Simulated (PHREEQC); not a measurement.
Dissolve 0.097 mol HF and 0.005 mol Na2CO3 per kg of water at 25 °C. Closed to the air; pH follows from the charge balance.

Computed with PHREEQC (ion-association model, phreeqc.dat).

This is a speciation only: nothing precipitates in the calculation.

**Question.** Estimate the pH.

**Answer.** pH 2.30.

**Question.** In which forms is F present?

**Answer.** HF 80 %, F- 12 %, HF2- 7.3 % of the F.
